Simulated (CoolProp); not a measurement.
Properties of CH3F (R41) at several states (Tc = 44.1 °C, pc = 59.06 bar, ω = 0.200).

Computed with CoolProp (reference Helmholtz-energy equation of state, Lemmon 2006). It is a short technical equation, of lower accuracy than the large ones.

```json
[
 {"T (°C)": "140.75", "p (bar)": "6.77", "phase": "gas", "cv (kJ/(kg K))": "1.092", "isothermal compressibility (1/MPa)": "1.505", "expansivity (1/kK)": "2.576", "fugacity coefficient": "0.9816"},
 {"T (°C)": "-58.55", "p (bar)": "104", "phase": "liquid", "cv (kJ/(kg K))": "1.238", "isothermal compressibility (1/MPa)": "0.001775", "expansivity (1/kK)": "2.405", "fugacity coefficient": "0.03027"},
 {"T (°C)": "0.55", "p (bar)": "0.128", "phase": "gas", "cv (kJ/(kg K))": "0.8215", "isothermal compressibility (1/MPa)": "78.23", "expansivity (1/kK)": "3.671", "fugacity coefficient": "0.9986"},
 {"T (°C)": "-49.15", "p (bar)": "6.3", "phase": "liquid", "cv (kJ/(kg K))": "1.227", "isothermal compressibility (1/MPa)": "0.002548", "expansivity (1/kK)": "2.928", "fugacity coefficient": "0.5839"},
 {"T (°C)": "-72.65", "p (bar)": "0.166", "phase": "gas", "cv (kJ/(kg K))": "0.7703", "isothermal compressibility (1/MPa)": "60.60", "expansivity (1/kK)": "5.115", "fugacity coefficient": "0.9941"}
]
```
